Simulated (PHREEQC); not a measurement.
Consider water at 25 °C with 0.0031 mol SrCl2, 3.1e-06 mol CO2 and 0.29 mol KCl per kg of water. Closed to the air; pH follows from the charge balance.

Computed with PHREEQC (ion-association model, wateq4f.dat).

```json
{
 "pH": "6.01",
 "ionic_strength": "0.299 mol/kgw",
 "activity_of_water": "0.990"
}
```

```csv
species,molality,activity,log γ
Cl-,0.296,0.202,-0.167
K+,0.290,0.198,-0.167
Sr+2,0.00310,0.000899,-0.538
CO2,1.85e-6,1.99e-6,0.030
H+,1.26e-6,9.86e-7,-0.107
HCO3-,1.23e-6,8.87e-7,-0.142
SrHCO3+,1.69e-8,1.22e-8,-0.142
OH-,1.49e-8,1.01e-8,-0.171
```

Precipitation was switched off in this run.
